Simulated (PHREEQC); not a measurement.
Solution (20 °C): 0.0093 mol HNO3, 0.065 mol Fe(NO3)3 and 0.00081 mol CO2 per kg of water. Closed to the air; pH follows from the charge balance.

Computed with PHREEQC (ion-association model, phreeqc.dat).

Problem. The ionic strength comes out as 0.391 mol/kgw. What activity coefficients do Fe+3, FeOH+2, Fe3(OH)4+5, NO3-, Fe(OH)2+ get?

Solution. Fe+3 0.100, FeOH+2 0.24, Fe3(OH)4+5 0.00042, NO3- 0.64, Fe(OH)2+ 0.71.

Precipitation was switched off in this run. Saturation is exceeded, for instance for Hematite (slow to form), Goethite (slow to form); the values hold only as long as no solid forms.
